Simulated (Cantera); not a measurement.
## Thermodynamics of nitride etching, feed AlN + H₂

Charge: 1 mol AlN, 400 mol H₂, at 0.00280 bar.

These are equilibrium values from Cantera (NASA tables, ideal gas, pure condensed phases), not measurements of a reactor. Candidate condensed phases: Al, AlN; 13 gas species. Rates play no part.

From 1125 °C to 1375 °C the condensed part is AlN(s). From 1425 °C to 1725 °C nothing is condensed. The main Al-bearing gas is Al throughout.

```json
[
 {"T (°C)": "1125", "x H₂": "1.000", "x H": "8.94e-5", "x Al": "5.67e-6", "x N₂": "3.11e-6", "x AlH": "5.55e-7", "x Al₂": "2.42e-12", "x NH₃": "4.25e-10", "n AlN(s)": "0.998"},
 {"T (°C)": "1175", "x H₂": "1.000", "x H": "0.000174", "x Al": "2.02e-5", "x N₂": "1.09e-5", "x AlH": "1.59e-6", "x Al₂": "1.84e-11", "x NH₃": "6.73e-10", "n AlN(s)": "0.991"},
 {"T (°C)": "1225", "x H₂": "1.000", "x H": "0.000325", "x Al": "6.59e-5", "x N₂": "3.50e-5", "x AlH": "4.24e-6", "x Al₂": "1.21e-10", "x NH₃": "1.03e-9", "n AlN(s)": "0.972"},
 {"T (°C)": "1275", "x H₂": "0.999", "x H": "0.000582", "x Al": "0.000199", "x N₂": "0.000105", "x AlH": "1.06e-5", "x Al₂": "7.04e-10", "x NH₃": "1.54e-9", "n AlN(s)": "0.916"},
 {"T (°C)": "1325", "x H₂": "0.998", "x H": "0.00100", "x Al": "0.000559", "x N₂": "0.000292", "x AlH": "2.49e-5", "x Al₂": "3.65e-9", "x NH₃": "2.24e-9", "n AlN(s)": "0.766"},
 {"T (°C)": "1375", "x H₂": "0.996", "x H": "0.00168", "x Al": "0.00147", "x N₂": "0.000764", "x AlH": "5.55e-5", "x Al₂": "1.71e-8", "x NH₃": "3.18e-9", "n AlN(s)": "0.387"},
 {"T (°C)": "1425", "x H₂": "0.994", "x H": "0.00272", "x Al": "0.00241", "x N₂": "0.00124", "x AlH": "7.75e-5", "x Al₂": "3.16e-8", "x NH₃": "3.58e-9", "n AlN(s)": "0"},
 {"T (°C)": "1475", "x H₂": "0.992", "x H": "0.00430", "x Al": "0.00242", "x N₂": "0.00124", "x AlH": "6.71e-5", "x Al₂": "2.24e-8", "x NH₃": "3.18e-9", "n AlN(s)": "0"},
 {"T (°C)": "1525", "x H₂": "0.990", "x H": "0.00662", "x Al": "0.00242", "x N₂": "0.00124", "x AlH": "5.84e-5", "x Al₂": "1.62e-8", "x NH₃": "2.85e-9", "n AlN(s)": "0"},
 {"T (°C)": "1575", "x H₂": "0.986", "x H": "0.00995", "x Al": "0.00243", "x N₂": "0.00124", "x AlH": "5.12e-5", "x Al₂": "1.19e-8", "x NH₃": "2.56e-9", "n AlN(s)": "0"},
 {"T (°C)": "1625", "x H₂": "0.982", "x H": "0.0146", "x Al": "0.00243", "x N₂": "0.00124", "x AlH": "4.50e-5", "x Al₂": "8.82e-9", "x NH₃": "2.30e-9", "n AlN(s)": "0"},
 {"T (°C)": "1675", "x H₂": "0.975", "x H": "0.0211", "x Al": "0.00242", "x N₂": "0.00123", "x AlH": "3.98e-5", "x Al₂": "6.64e-9", "x NH₃": "2.08e-9", "n AlN(s)": "0"},
 {"T (°C)": "1725", "x H₂": "0.967", "x H": "0.0298", "x Al": "0.00242", "x N₂": "0.00123", "x AlH": "3.53e-5", "x Al₂": "5.05e-9", "x NH₃": "1.88e-9", "n AlN(s)": "0"}
]
```
x: gas mole fraction; n: condensed amount in mol.
